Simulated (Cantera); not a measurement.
Input (Python, Cantera) and output of one run.

```python
import numpy as np
import cantera as ct

gas_names = """
    H HNO HNO2 HNO3 HO2 H2 H2O H2O2 Hg N NH NH2 NH3 NH2OH NO NO2 NO3 N2 N2H2 N2H4 N2O O OH O2 O3
""".split()
cond_names = """
    H2O(s) H2O(L) Hg(cr) Hg(L) HgO(s)
""".split()


# ... load() reads the species with a 1 bar reference pressure and builds the phases ...
atoms = {
    'HgO': {'Hg': 1, 'O': 1},
    'H2': {'H': 2},
    'N2': {'N': 2},
}
top_T = {}  # K; cautious upper limits of use, not melting points


# ... equilibrate(T, P, feed) seeds the gas with the atoms and calls Mixture.equilibrate('TP', solver="vcs", rtol=1e-11, max_steps=5000) ...
results = []
feed = {'HgO': 1, 'H2': 0.044, 'N2': 1.4}  # mol
P = 12  # Pa
for T in [773, 873, 973, 1073, 1173, 1273, 1373, 1473, 1573, 1673]:
    mix = equilibrate(T, P, feed)
    results.append((T, P, feed, dict(zip(mix.species_names, mix.species_moles))))
    x = sorted(zip(gas.X, gas.species_names), reverse=True)
    print(f"T = {T:g} K  P = {P:g} Pa  gas = {mix.phase_moles(0):.4g} mol")
    print("   x: " + "  ".join(f"{s} {v:.3e}" for v, s in x if v > 1e-06))
    print("   condensed (mol): " + ("  ".join(f"{mix.phase(i).name} {mix.phase_moles(i):.4g}"
          for i in range(1, mix.n_phases) if mix.phase_moles(i) > 1e-12) or "none"))
```

Result:

```
T = 773 K  P = 12 Pa  gas = 2.922 mol
   x: N2 4.791e-01  Hg 3.422e-01  O2 1.636e-01  H2O 1.506e-02
   condensed (mol): none
T = 873 K  P = 12 Pa  gas = 2.922 mol
   x: N2 4.791e-01  Hg 3.422e-01  O2 1.636e-01  H2O 1.506e-02  NO 4.350e-06
   condensed (mol): none
T = 973 K  P = 12 Pa  gas = 2.922 mol
   x: N2 4.791e-01  Hg 3.422e-01  O2 1.636e-01  H2O 1.506e-02  NO 1.587e-05
   condensed (mol): none
T = 1073 K  P = 12 Pa  gas = 2.922 mol
   x: N2 4.791e-01  Hg 3.422e-01  O2 1.636e-01  H2O 1.506e-02  NO 4.548e-05  OH 1.514e-06
   condensed (mol): none
T = 1173 K  P = 12 Pa  gas = 2.922 mol
   x: N2 4.791e-01  Hg 3.422e-01  O2 1.635e-01  H2O 1.505e-02  NO 1.090e-04  OH 7.161e-06
   condensed (mol): none
T = 1273 K  P = 12 Pa  gas = 2.922 mol
   x: N2 4.790e-01  Hg 3.422e-01  O2 1.635e-01  H2O 1.504e-02  NO 2.276e-04  OH 2.655e-05  O 3.969e-06
   condensed (mol): none
T = 1373 K  P = 12 Pa  gas = 2.922 mol
   x: N2 4.789e-01  Hg 3.422e-01  O2 1.633e-01  H2O 1.502e-02  NO 4.268e-04  OH 8.129e-05  O 2.274e-05  H2 1.005e-06
   condensed (mol): none
T = 1473 K  P = 12 Pa  gas = 2.922 mol
   x: N2 4.787e-01  Hg 3.422e-01  O2 1.631e-01  H2O 1.494e-02  NO 7.348e-04  OH 2.135e-04  O 1.029e-04  H2 4.424e-06  H 2.429e-06
   condensed (mol): none
T = 1573 K  P = 12 Pa  gas = 2.923 mol
   x: N2 4.784e-01  Hg 3.421e-01  O2 1.626e-01  H2O 1.478e-02  NO 1.179e-03  OH 4.942e-04  O 3.845e-04  H2 1.607e-05  H 1.488e-05
   condensed (mol): none
T = 1673 K  P = 12 Pa  gas = 2.925 mol
   x: N2 4.778e-01  Hg 3.419e-01  O2 1.617e-01  H2O 1.444e-02  NO 1.785e-03  O 1.227e-03  OH 1.027e-03  H 7.313e-05  H2 4.948e-05
   condensed (mol): none
```

These are equilibrium values from Cantera (NASA tables, ideal gas, pure condensed phases), not measurements of a reactor.
